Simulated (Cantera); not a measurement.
**Pyrogenic steam for wet oxidation**

An isothermal, constant-pressure homogeneous reactor starts with 47.4 % H2, 26.3 % O2, 26.3 % N2, at 1150 K and 0.270 bar.

Computed with Cantera and the H2/O2 subset of GRI-Mech 3.0, which has no nitrogen chemistry. The temperature is held fixed by assumption; the heat of reaction is taken as removed at once.

```json
[
 {"t (s)": "8.00e-6", "x H2": "0.474", "x O2": "0.263", "x OH": "6.21e-10", "x HO2": "7.26e-9", "x H2O": "5.10e-9", "x H": "1.04e-8"},
 {"t (s)": "2.48e-5", "x H2": "0.474", "x O2": "0.263", "x OH": "1.03e-8", "x HO2": "3.20e-8", "x H2O": "1.72e-7", "x H": "1.61e-7"},
 {"t (s)": "7.67e-5", "x H2": "0.473", "x O2": "0.263", "x OH": "1.88e-5", "x HO2": "1.62e-5", "x H2O": "0.000349", "x H": "0.000285"},
 {"t (s)": "0.000237", "x H2": "0.0379", "x O2": "0.0560", "x OH": "0.00463", "x HO2": "4.83e-5", "x H2O": "0.536", "x H": "0.0312"},
 {"t (s)": "0.000734", "x H2": "0.00566", "x O2": "0.0369", "x OH": "0.00105", "x HO2": "2.90e-5", "x H2O": "0.612", "x H": "0.000953"},
 {"t (s)": "0.00227", "x H2": "0.000897", "x O2": "0.0348", "x OH": "0.000302", "x HO2": "1.34e-5", "x H2O": "0.619", "x H": "4.10e-5"},
 {"t (s)": "0.00704", "x H2": "0.000126", "x O2": "0.0345", "x OH": "0.000109", "x HO2": "2.99e-6", "x H2O": "0.620", "x H": "2.10e-6"},
 {"t (s)": "0.0218", "x H2": "1.27e-5", "x O2": "0.0345", "x OH": "4.68e-5", "x HO2": "3.81e-7", "x H2O": "0.621", "x H": "9.98e-8"},
 {"t (s)": "0.0674", "x H2": "1.29e-6", "x O2": "0.0345", "x OH": "2.24e-5", "x HO2": "5.34e-8", "x H2O": "0.621", "x H": "6.16e-9"},
 {"t (s)": "0.209", "x H2": "2.67e-7", "x O2": "0.0345", "x OH": "1.18e-5", "x HO2": "1.33e-8", "x H2O": "0.621", "x H": "7.67e-10"},
 {"t (s)": "0.646", "x H2": "8.13e-8", "x O2": "0.0345", "x OH": "6.62e-6", "x HO2": "5.10e-9", "x H2O": "0.621", "x H": "1.38e-10"},
 {"t (s)": "2.00", "x H2": "3.56e-8", "x O2": "0.0345", "x OH": "4.09e-6", "x HO2": "3.52e-9", "x H2O": "0.621", "x H": "3.84e-11"}
]
```
x: mole fraction; the columns are a selection and need not sum to one.

Equilibrium at this temperature and pressure: H2 2.78e-8, O2 0.0345, OH 3.25e-6, HO2 3.48e-9, H2O 0.621, H 2.41e-11 (gas phase only).
